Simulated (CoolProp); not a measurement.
Carbonyl sulfide along the isobar 3.49 MPa: density (kg/m³) from the reference equation and from simpler models built on Tc = 378.8 K, pc = 6.369 MPa, ω = 0.098; each cubic takes its own stable root.

Values from CoolProp's reference Helmholtz-energy equation of state, Lemmon 2006. It is a short technical equation, of lower accuracy than the large ones.

| T (K) | phase | reference |
|---|---|---|
| 178 | liquid | 1270 |
| 206.9 | liquid | 1213 |
| 235.7 | liquid | 1152 |
| 264.6 | liquid | 1087 |
| 293.5 | liquid | 1013 |
| 322.3 | liquid | 921.8 |
| 351.2 | gas | 103.9 |
| 380.1 | gas | 84.58 |
| 408.9 | gas | 73.56 |
| 437.8 | gas | 65.84 |
| 466.7 | gas | 59.97 |
| 495.5 | gas | 55.29 |

Problem. How far does each simpler model (van der Waals, Redlich-Kwong, Peng-Robinson) lie from the reference over these 12 states: mean and median of the absolute difference, and the worst?

Solution. 
- van der Waals: mean 18.9 %, median 21.6 %, worst -36.2 % at 322.3 K and 3.49 MPa
- Redlich-Kwong: mean 3.7 %, median 3.4 %, worst -10.8 % at 322.3 K and 3.49 MPa
- Peng-Robinson: mean 3.9 %, median 2.6 %, worst +7.3 % at 235.7 K and 3.49 MPa
